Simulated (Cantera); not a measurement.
Input (Python, Cantera):

```python
import numpy as np
import cantera as ct

surf = ct.Interface("ptcombust.yaml", "Pt_surf")
gas = surf.adjacent["gas"]
gas.TPX = 300, 2300, {'CH4': 0.031, 'O2': 0.086, 'N2': 0.79}
jet = ct.ImpingingJet(gas=gas, width=0.075, surface=surf)
jet.inlet.mdot, jet.inlet.T, jet.inlet.X = 0.03, 300, {'CH4': 0.031, 'O2': 0.086, 'N2': 0.79}
jet.set_refine_criteria(ratio=10, slope=0.2, curve=0.3)
show, cover = ['CH4', 'O2', 'H2O', 'OH', 'CO', 'CO2'], ["PT(S)", "H(S)", "O(S)", "OH(S)", "CO(S)", "C(S)"]

rows = []
print(f"{'Ts/K':>7s}" + "".join(f"{s:>11s}" for s in show + cover) + "   (gas at the wall, coverages)")
for i, Ts in enumerate([900, 950, 1000, 1050, 1100, 1150]):
    jet.surface.T = Ts
    if i == 0:
        surf.TP = Ts, 2300
        surf.coverages = "PT(S):0.5, O(S):0.5"
        surf.advance_coverages(1.0)
        jet.set_initial_guess(products="inlet")
    jet.solve(loglevel=0, auto=(i == 0))
    rows.append([*(jet.X[gas.species_index(s), -1] for s in show), *surf[cover].coverages])
    print(f"{Ts:7g}" + "".join(f"{x:11.3e}" for x in rows[-1]))
```

Output:

```
   Ts/K        CH4         O2        H2O         OH         CO        CO2      PT(S)       H(S)       O(S)      OH(S)      CO(S)       C(S)   (gas at the wall, coverages)
    900  2.165e-02  6.816e-02  2.346e-02  4.754e-08  1.071e-05  1.530e-02  3.035e-01  7.602e-08  6.958e-01  7.133e-04  7.723e-06  2.748e-08
    950  1.715e-02  5.861e-02  3.180e-02  1.493e-07  1.208e-05  2.080e-02  3.893e-01  1.831e-07  6.099e-01  7.184e-04  5.754e-06  2.754e-08
   1000  1.359e-02  5.110e-02  3.832e-02  4.016e-07  1.345e-05  2.512e-02  4.740e-01  3.775e-07  5.253e-01  6.719e-04  4.175e-06  2.610e-08
   1050  1.110e-02  4.582e-02  4.278e-02  9.530e-07  1.529e-05  2.822e-02  5.541e-01  6.932e-07  4.453e-01  5.980e-04  3.081e-06  2.453e-08
   1100  9.247e-03  4.195e-02  4.609e-02  2.047e-06  1.765e-05  3.044e-02  6.279e-01  1.177e-06  3.716e-01  5.183e-04  2.319e-06  2.300e-08
   1150  7.929e-03  3.923e-02  4.841e-02  4.033e-06  2.095e-05  3.198e-02  6.944e-01  1.885e-06  3.052e-01  4.401e-04  1.812e-06  2.196e-08
```

Model: Deutschmann's 1995 Pt surface mechanism with GRI-Mech 3.0 gas chemistry, integrated in Cantera. Catalytic surfaces can have several steady states; this one follows from the mechanism file's or the stated starting coverage.
